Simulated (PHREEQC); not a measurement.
# Sulfide liquor (model solution)

Dissolve 9 mmol/kgw NaHS and 0.054 mmol/kgw NaHCO3 at 25 °C. Closed to the air; pH follows from the charge balance.

Model: ion-association model, wateq4f.dat, run in PHREEQC.

No solid was allowed to form.

Question: Estimate the pH, ionic strength.

Answer: pH 9.33; ionic strength 0.00906 mol/kgw.

Question: In which forms is C present?

Answer: HCO3- 87 %, CO3-2 11 %, NaCO3- 1.3 % of the C.

Species that the database lacks are ignored. The polysulfide entries of wateq4f.dat were taken out for this run.
